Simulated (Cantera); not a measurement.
# Equilibrium for silicon epitaxy and polysilicon growth: SiH2Cl2 + N2

A closed system holds: 1 mol SiH2Cl2, 24 mol N2, equilibrated at 1.30 mbar.

Method: chemical equilibrium by Gibbs-energy minimisation in Cantera with the NASA 1993 tables (ideal gas, pure condensed phases). Candidate condensed phases: NH4Cl, Si, Si3N4; 28 gas species. N2 is the only nitrogen source here; it is nearly inert below about 1500 K, so the nitride shown seldom forms there in practice. The tables' values for SiCl3, SiCl, SiN are old estimates; treat these amounts as uncertain. Kinetics and transport are ignored.

| T (K) | x N2 | x HCl | x H2 | x SiCl2 | n Si3N4(s) | n Si(l) |
|---|---|---|---|---|---|---|
| 823 | 0.927 | 0.0557 | 0.0117 | 2.64e-9 | 0.284 | 0 |
| 898 | 0.926 | 0.0577 | 0.0107 | 8.00e-8 | 0.288 | 0 |
| 973 | 0.926 | 0.0593 | 0.00987 | 1.42e-6 | 0.292 | 0 |
| 1048 | 0.926 | 0.0606 | 0.00923 | 1.66e-5 | 0.294 | 0 |
| 1123 | 0.925 | 0.0615 | 0.00878 | 0.000137 | 0.295 | 0 |
| 1198 | 0.925 | 0.0617 | 0.00866 | 0.000819 | 0.292 | 0 |
| 1273 | 0.924 | 0.0600 | 0.00940 | 0.00339 | 0.277 | 0 |
| 1348 | 0.923 | 0.0545 | 0.0120 | 0.00870 | 0.243 | 0 |
| 1423 | 0.922 | 0.0452 | 0.0165 | 0.0149 | 0.198 | 0 |
| 1498 | 0.922 | 0.0349 | 0.0214 | 0.0207 | 0.152 | 0 |
| 1573 | 0.922 | 0.0259 | 0.0258 | 0.0254 | 0.113 | 0 |
| 1648 | 0.922 | 0.0187 | 0.0291 | 0.0290 | 0.0803 | 0 |
| 1723 | 0.922 | 0.0161 | 0.0299 | 0.0299 | 0 | 0.189 |
x: gas mole fraction; n: condensed amount in mol.

From 823 K to 1648 K the condensed part is Si3N4(s). At 1723 K the condensed part is Si(l). The main Si-bearing gas is SiCl4 at 823 K and SiCl2 at 1723 K. The share of Si in condensed phases is highest at 1123 K (88.6 %) and lowest at 1723 K (18.9 %).
